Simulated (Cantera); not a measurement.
Counterflow diffusion flame

A counterflow diffusion flame at 0.490 bar, nozzles 20 mm apart: fuel side CO : H2 : N2 = 1 : 0.21 : 1.9 (molar parts) at 575 K, oxidiser side O2 : N2 = 0.19 : 0.81 (molar parts) at 323 K, fuel mass flux 0.67 times the oxidiser's; mixture-averaged transport, no radiation.

Detailed kinetics in Cantera: GRI-Mech 3.0 (53 species, 325 reactions). The maximum strain rate includes the flame's own expansion and is several times the mean. A flux with no burning solution from the previous one only brackets extinction.

```
oxidiser flux (kg/m²/s)  max strain (1/s)  mean strain (1/s)  T max (K)  peak x OH  peak x H  peak x NO  peak x CO
-----------------------  ----------------  -----------------  ---------  ---------  --------  ---------  ---------
0.29                                  208               63.7       1493    0.00228   0.00866    1.57e-5      0.323
0.37                                  260               81.3       1465    0.00218   0.00905    1.40e-5      0.323
0.46                                  318                101       1438    0.00207   0.00933    1.24e-5      0.323
0.58                                  394                127       1406    0.00193   0.00948    1.05e-5      0.323
0.73                                  487                160       1370    0.00176   0.00943    8.61e-6      0.323
0.91                                  595                200       1330    0.00157   0.00910    6.62e-6      0.323
1.1                                   707                242       1287    0.00136   0.00842    4.84e-6      0.323
1.4                                   862                308       1178   0.000841   0.00577    1.70e-6      0.323
```
x: mole fraction; the columns are a selection and need not sum to one.

At the next flux tried, 1.8 kg/m²/s, no burning solution was found from the previous one.
